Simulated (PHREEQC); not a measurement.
0.72 g of hydrous ferric oxide (600 m²/g; 0.2 weak and 0.005 strong sites per Fe, Dzombak-Morel constants, diffuse double layer) in 1 kg of water with 0.005 mol/kgw of an inert sodium salt and 0.051 mmol/kgw NaH2PO4, at 25 °C; the pH is set by adding NaOH or the inert anion's acid. Oxygen is held at 0.21 atm. CO2 from the air is kept out. No solid was allowed to form.

Equilibrium calculation in PHREEQC: ion-association model, wateq4f.dat.

```csv
pH,P sorbed (%),surface charge σ (C/m²),surface potential ψ (mV)
4,100.0,0.177,190
4.67,100.0,0.111,167
5.33,100.0,0.065,140
6,100.0,0.034,109
6.67,100.0,0.017,74
7.33,100.0,0.007,38
8,99.6,0.000,1
8.67,94.3,-0.006,-37
9.33,53.6,-0.016,-71
10,8.0,-0.031,-103
10.67,0.7,-0.060,-134
11.33,0.1,-0.113,-159
12,0.0,-0.217,-172
```

Species that the database lacks are ignored. H3PO4, which wateq4f.dat lacks, is added to it with the constant of phreeqc.dat.
